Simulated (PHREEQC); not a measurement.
Model water analysis in mmol/kgw, 20 °C, pH 7.78, pe 0.4:

```json
[
 {"constituent": "Na", "mmol/kgw": "2.46"},
 {"constituent": "K", "mmol/kgw": "0.0918"},
 {"constituent": "Ca", "mmol/kgw": "0.544"},
 {"constituent": "Mg", "mmol/kgw": "0.296"},
 {"constituent": "Cl", "mmol/kgw": "3.72"},
 {"constituent": "S(6)", "mmol/kgw": "0.119"},
 {"constituent": "Alkalinity (meq/kgw)", "mmol/kgw": "0.446"},
 {"constituent": "Br", "mmol/kgw": "0.00238"},
 {"constituent": "F", "mmol/kgw": "0.0714"}
]
```

Valence states are taken as typed.

The numbers come from PHREEQC with the ion-association model, phreeqc.dat.

Precipitation was switched off in this run.

**Question.** Estimate the specific conductance, charge-balance error.

**Answer.** specific conductance 457 µS/cm; charge-balance error -2.8 %.

**Question.** In which forms is Ca present?

**Answer.** Ca+2 99 %, CaSO4 1.0 % of the Ca.
